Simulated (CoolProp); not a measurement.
R1336mzz(E) along the isobar 5700 kPa: fugacity coefficient from the reference equation and from simpler models built on Tc = 403.5 K, pc = 2779 kPa, ω = 0.413; each cubic takes its own stable root.

Values from CoolProp's reference Helmholtz-energy equation of state, Akasaka 2023.

```json
[
 {"T (K)": "232.3", "phase": "liquid", "reference": "0.001979", "van der Waals": "0.05286", "Soave-Redlich-Kwong": "0.002094"},
 {"T (K)": "240.2", "phase": "liquid", "reference": "0.003212", "van der Waals": "0.06272", "Soave-Redlich-Kwong": "0.003377"},
 {"T (K)": "248", "phase": "liquid", "reference": "0.004982", "van der Waals": "0.07343", "Soave-Redlich-Kwong": "0.005215"},
 {"T (K)": "255.9", "phase": "liquid", "reference": "0.007497", "van der Waals": "0.08525", "Soave-Redlich-Kwong": "0.007830"},
 {"T (K)": "263.7", "phase": "liquid", "reference": "0.01087", "van der Waals": "0.09787", "Soave-Redlich-Kwong": "0.01135"},
 {"T (K)": "271.6", "phase": "liquid", "reference": "0.01539", "van der Waals": "0.1116", "Soave-Redlich-Kwong": "0.01607"},
 {"T (K)": "279.4", "phase": "liquid", "reference": "0.02114", "van der Waals": "0.1260", "Soave-Redlich-Kwong": "0.02209"},
 {"T (K)": "287.3", "phase": "liquid", "reference": "0.02846", "van der Waals": "0.1415", "Soave-Redlich-Kwong": "0.02979"},
 {"T (K)": "295.2", "phase": "liquid", "reference": "0.03749", "van der Waals": "0.1579", "Soave-Redlich-Kwong": "0.03933"},
 {"T (K)": "303", "phase": "liquid", "reference": "0.04826", "van der Waals": "0.1747", "Soave-Redlich-Kwong": "0.05076"},
 {"T (K)": "310.9", "phase": "liquid", "reference": "0.06121", "van der Waals": "0.1926", "Soave-Redlich-Kwong": "0.06454"},
 {"T (K)": "318.7", "phase": "liquid", "reference": "0.07613", "van der Waals": "0.2109", "Soave-Redlich-Kwong": "0.08048"},
 {"T (K)": "326.6", "phase": "liquid", "reference": "0.09350", "van der Waals": "0.2300", "Soave-Redlich-Kwong": "0.09910"},
 {"T (K)": "334.5", "phase": "liquid", "reference": "0.1132", "van der Waals": "0.2497", "Soave-Redlich-Kwong": "0.1203"},
 {"T (K)": "342.3", "phase": "liquid", "reference": "0.1350", "van der Waals": "0.2696", "Soave-Redlich-Kwong": "0.1437"}
]
```
